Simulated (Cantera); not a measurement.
A perfectly stirred reactor is fed with 45.5 % C₂H₆, 54.5 % N₂, at 0.0263 atm; it is held at 1600 K, and followed from long to short residence time.

Model: GRI-Mech 3.0 (53 species, 325 reactions), integrated in Cantera. GRI-Mech 3.0 stops at C3 and has no aromatics, soot or wall deposition, so with more carbon than oxygen in the feed, carbon stays in small species such as C2H2 where larger ones or solid carbon would form. Radical loss at walls, strong at low pressure, is not modelled.

x: mole fraction; the columns are a selection and need not sum to one.

```csv
τ (s),x C₂H₆,x CH₄,x CH₂,x C₂H₂,x H
25,1.04e-5,0.0156,___,0.234,0.000305
5.6,4.01e-5,0.0255,___,0.231,0.000375
1.2,0.000162,0.0423,___,0.225,0.000457
0.27,0.000638,0.0682,___,0.216,0.000534
0.060,0.00256,0.104,___,0.198,0.000612
0.013,0.0106,0.140,___,0.162,0.000686
0.0030,0.0411,0.150,___,0.102,0.000713
```

Question: Fill in the missing entries.

Answer: 
- 25, x CH₂: 1.21e-7
- 5.6, x CH₂: 2.96e-7
- 1.2, x CH₂: 7.05e-7
- 0.27, x CH₂: 1.51e-6
- 0.060, x CH₂: 3.07e-6
- 0.013, x CH₂: 6.18e-6
- 0.0030, x CH₂: 1.19e-5
